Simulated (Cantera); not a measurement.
Charge: 1 mol B, 15 mol H2O, 11 mol H2, 23 mol NH3, held at 88.0 mbar.

These are equilibrium values from Cantera (NASA tables, ideal gas, pure condensed phases), not measurements of a reactor. Candidate condensed phases: B, BN, B2O3, B3O3H3, H2O; 39 gas species. Rates play no part.

### Question
At 2223 K, list the 6 most abundant gas species with their mole fractions, and the condensed phases.

### Answer
H2 0.634, H2O 0.178, N2 0.157, H 0.0172, HBO2 0.0127, OH 0.000696. Condensed: gas only.
